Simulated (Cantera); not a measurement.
Low-pressure radical oxidation in H2/O2

A perfectly stirred reactor is fed with H2 : O2 : N2 = 0.44 : 1 : 1.5 (molar parts), equivalence ratio 0.22, at 9.75 Torr; it is held at 925 K, and followed from long to short residence time.

Model: GRI-Mech 3.0 (53 species, 325 reactions), integrated in Cantera. Radical loss at walls, strong at low pressure, is not modelled. Below about 950 K walls govern HO2 and H2O2 in real vessels. The temperature is held fixed by assumption; the heat of reaction is taken as removed at once.

| τ (s) | x H2 | x O2 | x H2O2 | x O | x NO | x NO2 |
|---|---|---|---|---|---|---|
| 12 | 0.000520 | 0.287 | 1.58e-7 | 0.000193 | 1.08e-8 | 1.46e-11 |
| 2.6 | 0.00130 | 0.287 | 1.85e-7 | 0.000503 | 2.65e-8 | 1.22e-11 |
| 0.56 | 0.00314 | 0.287 | 2.01e-7 | 0.00125 | 6.40e-8 | 8.94e-12 |
| 0.12 | 0.00746 | 0.287 | 1.98e-7 | 0.00296 | 1.40e-7 | 5.89e-12 |
| 0.027 | 0.0171 | 0.289 | 1.73e-7 | 0.00618 | 2.29e-7 | 3.42e-12 |
| 0.0060 | 0.0398 | 0.296 | 1.41e-7 | 0.00928 | 1.58e-7 | 1.19e-12 |
| 0.0013 | 0.100 | 0.319 | 9.14e-8 | 0.00580 | 1.36e-8 | <1e-12 |
x: mole fraction; the columns are a selection and need not sum to one.
